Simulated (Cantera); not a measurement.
An adiabatic, constant-volume homogeneous reactor starts with 1.37 % C2H4, 9.75 % O2, 83.8 % N2, 4.91 % H2O, 0.150 % H2, equivalence ratio 0.43, at 1475 K and 9000 Torr.

Computed with Cantera and GRI-Mech 3.0 (53 species, 325 reactions). GRI-Mech 3.0 was tuned for natural gas; its chemistry of ethylene as a main component is partial and can be far from experiment. The pressure lies above the range GRI-Mech 3.0 was tuned for (to about 10 atm).

### Question
Predict: time of steepest temperature rise; temperature at 0.400 s; equilibrium temperature; x(O2) at 0.400 s; x(H2O) at 0.400 s; x(OH) at 0.400 s; x(H2O2) at 0.400 s.

### Answer
* **time of steepest temperature rise**: 12.3 µs
* **temperature at 0.400 s**: 2090 K
* **equilibrium temperature**: 2088 K
* **x(O2) at 0.400 s**: 0.0533 (gas-phase equilibrium 0.0530)
* **x(H2O) at 0.400 s**: 0.0775 (gas-phase equilibrium 0.0775)
* **x(OH) at 0.400 s**: 0.000962 (gas-phase equilibrium 0.000954)
* **x(H2O2) at 0.400 s**: 1.82e-7 (gas-phase equilibrium 1.81e-7)
